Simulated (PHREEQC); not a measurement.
Consider water at 24 °C with 12 mmol/kgw HF, 0.15 mmol/kgw KF, 0.61 mmol/kgw H4SiO4 and 0.32 mmol/kgw H3PO4. Closed to the air; pH follows from the charge balance.

All values are PHREEQC results (ion-association model, phreeqc.dat), not measurements.

```csv
quantity,before,after
pH,2.54,2.48
ionic strength (mol/kgw),0.00380,0.00430
HF (mol/kgw),0.00670,0.00983
F- (mol/kgw),0.00170,0.00216
H3PO4 (mol/kgw),8.98e-5,9.93e-5
HF2- (mol/kgw),4.34e-5,8.09e-5
SI of Quartz (SiO2),-2.59,-3.47
```

Problem. What was changed between the two runs?
A. H4SiO4 from 0.00061 to 0.000122 mol/kgw
B. KF replaced by KHF2 at the same molality
C. H4SiO4 from 0.00061 to 0.000549 mol/kgw
D. 0.0002 mol/kgw NaHCO3 added
E. H4SiO4 replaced by H2SiF6 at the same molality

Solution. E, H4SiO4 replaced by H2SiF6 at the same molality

This is a speciation only: nothing precipitates in the calculation. SiF6-2 is the database's only silicon fluoride.
